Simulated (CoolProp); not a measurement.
A simple Rankine cycle with water: condensing at 320.15 K, boiler at 0.134 MPa, turbine inlet 531.1 K, turbine efficiency 0.8, pump efficiency 0.6, no recuperator. Each further row changes one setting.

The numbers come from the reference Helmholtz-energy equation of state, Wagner 2002 in CoolProp.

| case | thermal efficiency (%) | net work (kJ/kg) | heat in (kJ/kg) | turbine exit temperature (K) | volume ratio over the turbine |
|---|---|---|---|---|---|
| as stated | 13.4 | 374 | 2790 | 335.5 | 7.98 |
| turbine inlet 551.1 K | 13.6 | 387 | 2830 | 349.6 | 8.01 |
| condensing temperature 312.15 K | 14.9 | 420 | 2830 | 312.1 | 11.3 |
| boiler pressure 0.0938 MPa | 11.9 | 332 | 2790 | 358.0 | 5.96 |
| turbine efficiency 0.7 | 11.7 | 327 | 2790 | 360.0 | 8.57 |

The expansion ends wet for: condensing temperature 312.15 K.
